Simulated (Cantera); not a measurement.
A Cantera script and what it prints.

```python
import numpy as np
import cantera as ct

gas_names = """
    F F2 H HF H2 H2F2 H3F3 H4F4 H5F5 H6F6 H7F7 N NF NF2 NF3 NH NH2 NH3 N2 N2H2 N2H4 Si SiF SiF2 SiF3
    SiF4 SiH SiHF3 SiH2 SiH2F2 SiH3 SiH3F SiH4 SiN Si2 Si2N Si3
""".split()
cond_names = """
    Si(cr) Si(L) Si3N4(a)
""".split()


def load(file, names, dense=False):
    # The tables refer to 1 bar. Condensed volumes are neglected.
    table = {s.name: s for s in ct.Species.list_from_file(file)}
    out = []
    for n in names:
        d = dict(table[n].input_data)
        d["thermo"] = dict(d["thermo"], **{"reference-pressure": 1e5})
        if dense:
            d["equation-of-state"] = {"model": "constant-volume", "density": "1e6 g/cm^3"}
        out.append(ct.Species.from_dict(d))
    return out


gas = ct.Solution(thermo="ideal-gas", species=load("nasa_gas.yaml", gas_names))
cond = {s.name: ct.Solution(thermo="fixed-stoichiometry", species=[s], name=s.name)
        for s in load("nasa_condensed.yaml", cond_names, dense=True)}
atoms = {
    'Si': {'Si': 1},
    'NF3': {'N': 1, 'F': 3},
    'H2': {'H': 2},
}
top_T = {'Si3N4(a)': 2400}  # K; cautious upper limits of use, not melting points


def equilibrate(T, P, feed):
    n = {}
    for name, mol in feed.items():
        for a, k in atoms[name].items():
            n[a] = n.get(a, 0.0) + k * mol
    gas.TPX = T, P, n
    mass = sum(n.values()) * gas.mean_molecular_weight
    gas.equilibrate("TP")
    valid = [c for c in cond.values() if c.min_temp <= T <= top_T.get(c.name, c.max_temp)]
    mix = ct.Mixture([(gas, mass / gas.mean_molecular_weight)] + [(c, 0.0) for c in valid])
    mix.T, mix.P = T, P
    mix.equilibrate("TP", solver="vcs", rtol=1e-11, max_steps=5000)
    return mix


results = []
feed = {'Si': 1, 'NF3': 0.57, 'H2': 3}  # mol
P = 10  # Pa
for T in [923, 973, 1023, 1073, 1123, 1173, 1223]:
    mix = equilibrate(T, P, feed)
    results.append((T, P, feed, dict(zip(mix.species_names, mix.species_moles))))

top = {s: max(r[3][s] / sum(r[3][g] for g in gas_names) for r in results) for s in gas_names}
cols = sorted((s for s in top if top[s] > 0.001), key=lambda s: -top[s])[:6]
seen = [c for c in cond_names if any(r[3].get(c, 0) > 1e-12 for r in results)]
print("log10 of partial pressures in bar; condensed amounts in mol")
print(f"{'T/K':>10s}" + "".join(f"{s[:9]:>10s}" for s in cols + seen))
for T, P, feed, n in results:
    ng = sum(n[g] for g in gas_names)
    print(f"{T:10.4g}" + "".join(f"{np.log10(max(n[s] / ng * P / 1e5, 1e-99)):10.3f}" for s in cols)
          + "".join(f"{n.get(c, 0):10.4g}" for c in seen))
```

Result:

```
log10 of partial pressures in bar; condensed amounts in mol
       T/K        H2      SiF4      SiF3      SiF2     SiHF3        HF    Si(cr)  Si3N4(a)
       923    -4.058    -4.910    -7.424    -9.470    -6.737    -8.492    0.1431    0.1425
       973    -4.058    -4.911    -7.064    -8.844    -6.718    -8.115    0.1426    0.1425
      1023    -4.058    -4.914    -6.741    -8.281    -6.702    -7.777    0.1418    0.1425
      1073    -4.059    -4.920    -6.451    -7.773    -6.690    -7.471    0.1402    0.1425
      1123    -4.059    -4.929    -6.190    -7.313    -6.683    -7.194    0.1375    0.1425
      1173    -4.060    -4.945    -5.957    -6.897    -6.681    -6.942    0.1331    0.1423
      1223    -4.062    -4.970    -5.752    -6.521    -6.689    -6.715    0.1274    0.1415
```

Equilibrium computed with Cantera from the NASA thermochemical tables; the gas is ideal and each condensed phase is pure. Mutual solubility and eutectic melting of coexisting phases are not modelled. The tables' values for SiF3, SiF2 are old estimates; treat these amounts as uncertain.
